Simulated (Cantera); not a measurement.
An isothermal, constant-pressure homogeneous reactor starts with NO : N₂ = 1 : 0.28 (molar parts), at 1675 K and 0.132 atm. Integrator tolerance rtol = 1e-08.

Computed with Cantera and GRI-Mech 3.0 (53 species, 325 reactions).

### Question
What does this change do: pressure from 0.132 atm to 0.0263 atm?

### Answer
```
quantity                                            before                                     after
----------------  ----------------------------------------  ----------------------------------------
x(NO) at 40.0 s      0.471 (gas-phase equilibrium 0.00316)     0.689 (gas-phase equilibrium 0.00316)
x(O₂) at 40.0 s        0.155 (gas-phase equilibrium 0.389)      0.0457 (gas-phase equilibrium 0.389)
x(N₂) at 40.0 s        0.374 (gas-phase equilibrium 0.608)       0.264 (gas-phase equilibrium 0.608)
x(NO₂) at 40.0 s  0.000487 (gas-phase equilibrium 5.21e-6)  0.000166 (gas-phase equilibrium 2.33e-6)
x(O) at 40.0 s     3.82e-5 (gas-phase equilibrium 5.87e-5)  5.28e-5 (gas-phase equilibrium 0.000131)
x(N₂O) at 40.0 s   7.43e-5 (gas-phase equilibrium 5.95e-8)  0.000152 (gas-phase equilibrium 2.66e-8)
```
Radical loss at walls, strong at low pressure, is not modelled.

### Question
What does this change do: NO 1 to 2.8 parts?

### Answer
```tsv
quantity	before	after
x(NO) at 40.0 s	0.471 (gas-phase equilibrium 0.00316)	0.515 (gas-phase equilibrium 0.00323)
x(O₂) at 40.0 s	0.155 (gas-phase equilibrium 0.389)	0.197 (gas-phase equilibrium 0.453)
x(N₂) at 40.0 s	0.374 (gas-phase equilibrium 0.608)	0.288 (gas-phase equilibrium 0.544)
x(NO₂) at 40.0 s	0.000487 (gas-phase equilibrium 5.21e-6)	0.000599 (gas-phase equilibrium 5.74e-6)
x(O) at 40.0 s	3.82e-5 (gas-phase equilibrium 5.87e-5)	4.29e-5 (gas-phase equilibrium 6.33e-5)
x(N₂O) at 40.0 s	7.43e-5 (gas-phase equilibrium 5.95e-8)	8.76e-5 (gas-phase equilibrium 5.75e-8)
```

### Question
What does this change do: pressure from 0.132 atm to 0.582 atm?

### Answer
| quantity | before | after |
|---|---|---|
| x(NO) at 40.0 s | 0.471 (gas-phase equilibrium 0.00316) | 0.193 (gas-phase equilibrium 0.00316) |
| x(O₂) at 40.0 s | 0.155 (gas-phase equilibrium 0.389) | 0.293 (gas-phase equilibrium 0.389) |
| x(N₂) at 40.0 s | 0.374 (gas-phase equilibrium 0.608) | 0.513 (gas-phase equilibrium 0.608) |
| x(NO₂) at 40.0 s | 0.000487 (gas-phase equilibrium 5.21e-6) | 0.000583 (gas-phase equilibrium 1.10e-5) |
| x(O) at 40.0 s | 3.82e-5 (gas-phase equilibrium 5.87e-5) | 2.44e-5 (gas-phase equilibrium 2.79e-5) |
| x(N₂O) at 40.0 s | 7.43e-5 (gas-phase equilibrium 5.95e-8) | 1.34e-5 (gas-phase equilibrium 1.25e-7) |
